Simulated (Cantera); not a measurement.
**NO annealing gas**

An isothermal, constant-pressure homogeneous reactor starts with NO : N₂ = 1 : 2.8 (molar parts), at 1723 K and 1.70 bar.

Cantera simulation using GRI-Mech 3.0 (53 species, 325 reactions); the numbers are that mechanism's predictions, not measurements.

```csv
t (s),x NO,x O₂,x NO₂,x N₂,x O
1.00e-5,0.263,6.94e-11,5.11e-8,0.737,8.17e-8
4.64e-5,0.263,7.41e-10,4.89e-7,0.737,1.32e-7
0.000215,0.263,6.93e-9,2.80e-6,0.737,1.87e-7
0.00100,0.263,1.66e-7,1.52e-5,0.737,4.62e-7
0.00464,0.263,1.11e-5,7.48e-5,0.737,1.65e-6
0.0215,0.262,0.000217,0.000116,0.737,2.43e-6
0.100,0.260,0.00126,0.000135,0.738,2.81e-6
0.464,0.251,0.00595,0.000192,0.743,4.11e-6
2.15,0.214,0.0244,0.000292,0.762,7.20e-6
10.0,0.122,0.0703,0.000275,0.807,1.18e-5
```
x: mole fraction; the columns are a selection and need not sum to one.

Equilibrium at this temperature and pressure: NO 0.00262, O₂ 0.130, NO₂ 7.98e-6, N₂ 0.867, O 1.58e-5 (gas phase only).
